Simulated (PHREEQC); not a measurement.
# Buffer: speciation

Solution (30 °C): 0.07 mol/kgw KHCO3 and 0.0013 mol/kgw NaOH. Closed to the air; pH follows from the charge balance.

Model: ion-association model, wateq4f.dat, run in PHREEQC.

No solid was allowed to form.

Estimate the pH.

pH 8.41.

In which forms is C present?

HCO3- 97 %, CO3-2 2.5 %, CO2 0.6 % of the C.

Species that the database lacks are ignored.
